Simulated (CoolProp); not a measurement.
Properties of oxygen along the isotherm 241 K (Tc = 154.6 K, pc = 5.046 MPa, ω = 0.022).

Values from CoolProp's reference Helmholtz-energy equation of state, Schmidt 1985.

| p (MPa) | phase | density (kg/m³) | cv (kJ/(kg K)) | Joule-Thomson coefficient (K/MPa) | conductivity (mW/(m K)) | Prandtl number | fugacity coefficient |
|---|---|---|---|---|---|---|---|
| 0.252 | gas | 4.040 | 0.6532 | 3.973 | 21.8 | 0.729 | 0.9960 |
| 0.505 | gas | 8.129 | 0.6544 | 3.958 | 21.9 | 0.732 | 0.9921 |
| 0.757 | gas | 12.23 | 0.6555 | 3.942 | 22.1 | 0.735 | 0.9882 |
| 1.01 | gas | 16.39 | 0.6567 | 3.926 | 22.2 | 0.738 | 0.9843 |
| 1.26 | gas | 20.53 | 0.6578 | 3.909 | [?] | 0.742 | 0.9804 |
| 1.51 | gas | 24.70 | 0.6590 | 3.892 | 22.5 | 0.745 | 0.9766 |
| 1.77 | gas | 29.07 | 0.6601 | 3.873 | 22.7 | 0.749 | 0.9727 |
| 2.02 | gas | 33.31 | 0.6613 | 3.855 | 22.8 | [?] | 0.9689 |
| 2.27 | gas | 37.58 | 0.6624 | 3.836 | 23.0 | 0.756 | 0.9651 |
| 2.52 | gas | 41.88 | 0.6636 | [?] | 23.2 | 0.760 | 0.9614 |

Task: Some entries are withheld; supply them.

Result: 
- 1.26, conductivity (mW/(m K)): 22.4
- 2.02, Prandtl number: 0.752
- 2.52, Joule-Thomson coefficient (K/MPa): 3.816

Viscosity comes from a separate model (Lemmon 2004). Thermal conductivity comes from a separate model (Lemmon 2004).
